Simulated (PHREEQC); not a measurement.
Consider water at 45 °C with 0.14 mol/kgw HF, 0.16 mol/kgw NH4HF2 and 0.00018 mol/kgw H3PO4. Closed to the air; pH follows from the charge balance.

Equilibrium calculation in PHREEQC: ion-association model, phreeqc.dat.

```
Quantity                  Result
-----------------  -------------
pH                          2.76
ionic strength     0.162 mol/kgw
activity of water          0.991
density              0.995 g/cm³
total alkalinity     -300 meq/kg
```

```csv
species,molality,activity,log γ
HF,0.220,0.228,0.016
NH4+,0.160,0.111,-0.160
F-,0.0838,0.0600,-0.145
HF2-,0.0782,0.0585,-0.126
H+,0.00218,0.00174,-0.097
H2PO4-,0.000146,0.000110,-0.124
H3PO4,3.40e-5,3.53e-5,0.016
NH3,1.31e-7,1.35e-7,0.016
HPO4-2,1.41e-8,4.34e-9,-0.511
```

This is a speciation only: nothing precipitates in the calculation. At this temperature some constants are extrapolated from 25 °C, and those without enthalpy data are left unchanged.
